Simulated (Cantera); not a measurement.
An adiabatic, constant-pressure homogeneous reactor starts with H₂ : O₂ : N₂ = 1 : 0.833 : 6.92 (molar parts), at 1323 K and 4.54 atm. Integrator tolerance rtol = 1e-08.

Model: the H2/O2 subset of GRI-Mech 3.0, which has no nitrogen chemistry, integrated in Cantera. The hydrogen kinetics of GRI-Mech 3.0 are dated; newer H2 mechanisms differ, most at raised pressure.

Problem. What does this change do: H2 1 to 1.3 parts?

Solution. 
```json
[
 {"quantity": "time of steepest temperature rise", "before": "11.7 µs", "after": "11.1 µs"},
 {"quantity": "temperature at 6.00 s", "before": "2127 K", "after": "2316 K"},
 {"quantity": "equilibrium temperature", "before": "2127 K", "after": "2316 K"},
 {"quantity": "x(H₂) at 6.00 s", "before": "0.000201 (gas-phase equilibrium 0.000201)", "after": "0.00111 (gas-phase equilibrium 0.00111)"},
 {"quantity": "x(O₂) at 6.00 s", "before": "0.0399 (gas-phase equilibrium 0.0399)", "after": "0.0212 (gas-phase equilibrium 0.0212)"},
 {"quantity": "x(H) at 6.00 s", "before": "2.45e-5 (gas-phase equilibrium 2.45e-5)", "after": "0.000165 (gas-phase equilibrium 0.000165)"},
 {"quantity": "x(H₂O) at 6.00 s", "before": "0.120 (gas-phase equilibrium 0.120)", "after": "0.151 (gas-phase equilibrium 0.151)"},
 {"quantity": "x(H₂O₂) at 6.00 s", "before": "1.42e-7 (gas-phase equilibrium 1.42e-7)", "after": "2.18e-7 (gas-phase equilibrium 2.18e-7)"},
 {"quantity": "x(OH) at 6.00 s", "before": "0.00182 (gas-phase equilibrium 0.00182)", "after": "0.00370 (gas-phase equilibrium 0.00370)"}
]
```

Problem. What does this change do: constant volume in place of constant pressure?

Solution. 
```
quantity                                                              before                                      after
---------------------------------  -----------------------------------------  -----------------------------------------
time of steepest temperature rise                                    11.7 µs                                    11.5 µs
temperature at 6.00 s                                                 2127 K                                     2314 K
equilibrium temperature                                               2127 K                                     2314 K
x(H₂) at 6.00 s                    0.000201 (gas-phase equilibrium 0.000201)  0.000491 (gas-phase equilibrium 0.000491)
x(O₂) at 6.00 s                        0.0399 (gas-phase equilibrium 0.0399)      0.0395 (gas-phase equilibrium 0.0395)
x(H) at 6.00 s                       2.45e-5 (gas-phase equilibrium 2.45e-5)    8.43e-5 (gas-phase equilibrium 8.43e-5)
x(H₂O) at 6.00 s                         0.120 (gas-phase equilibrium 0.120)        0.119 (gas-phase equilibrium 0.119)
x(H₂O₂) at 6.00 s                    1.42e-7 (gas-phase equilibrium 1.42e-7)    2.98e-7 (gas-phase equilibrium 2.98e-7)
x(OH) at 6.00 s                      0.00182 (gas-phase equilibrium 0.00182)    0.00335 (gas-phase equilibrium 0.00335)
```
